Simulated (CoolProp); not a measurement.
A closed Brayton cycle with carbon dioxide: compressor inlet 329.15 K and 8.1 MPa, high pressure 27.9 MPa, turbine inlet 895 K, compressor efficiency 0.85, turbine efficiency 0.9, recuperator effectiveness 0.95 (on enthalpy, no pinch check). Each further row changes one setting.

The numbers come from the reference Helmholtz-energy equation of state, Span 1996 in CoolProp.

| case | thermal efficiency (%) | net work (kJ/kg) | compressor to turbine work | compressor exit (K) | turbine exit (K) |
|---|---|---|---|---|---|
| as stated | 37.9 | 103 | 0.41 | 438.3 | 741.2 |
| turbine inlet 845 K | 35.7 | 91.7 | 0.44 | 438.3 | 696.5 |
| compressor inlet 339.15 K | 36.4 | ___ | 0.45 | ___ | 741.2 |
| high pressure 23.7 MPa | 37.9 | ___ | 0.39 | 423.3 | 760.7 |
| recuperator effectiveness 0.5 | 24.0 | 103 | 0.41 | 438.3 | 741.2 |

Problem. Fill in the missing entries.

Solution. 
- compressor inlet 339.15 K, net work (kJ/kg): 95.4
- compressor inlet 339.15 K, compressor exit (K): 454.6
- high pressure 23.7 MPa, net work (kJ/kg): 93.1
